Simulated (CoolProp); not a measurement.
Vapour pressure (kPa) of hydrogen sulfide: the reference equation beside estimates from Tc = 373.1 K, pc = 8999 kPa, ω = 0.101. Clausius-Clapeyron is anchored at 231.3 K with a constant enthalpy of vaporisation of 17.85 kJ/mol.

The numbers come from the reference Helmholtz-energy equation of state, Lemmon 2006 in CoolProp. It is a short technical equation, of lower accuracy than the large ones.

```
T (K)  reference  Clausius-Clapeyron  Soave-Redlich-Kwong
-----  ---------  ------------------  -------------------
231.3      237.6               237.6                235.6
238.7      321.0               316.8                318.9
246.2      426.7               416.7                424.8
253.6      554.9               537.5                553.6
261        710.2               683.3                709.9
268.5      898.5               859.8                899.8
275.9       1118                1066                 1122
283.4       1379                1309                 1386
```

Absolute difference from the reference over all 8 rows, mean and median: Clausius-Clapeyron 3.1 and 3.5 %, Soave-Redlich-Kwong 0.4 and 0.4 %.
